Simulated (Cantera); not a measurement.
An adiabatic, constant-pressure homogeneous reactor starts with 9.17 % CH₄, 0.834 % C₂H₆, 0.275 % C₃H₈, 18.9 % O₂, 70.8 % N₂, equivalence ratio 1.2, at 1400 K and 1.00 atm.

Computed with Cantera and GRI-Mech 3.0 (53 species, 325 reactions).

### Question
Predict: time of steepest temperature rise; temperature at 0.200 s; equilibrium temperature; x(O₂) at 0.200 s.

### Answer
| Item | Value |
|---|---|
| time of steepest temperature rise | 0.588 ms |
| temperature at 0.200 s | 2726 K |
| equilibrium temperature | 2726 K |
| x(O₂) at 0.200 s | 0.00674 (gas-phase equilibrium 0.00674) |
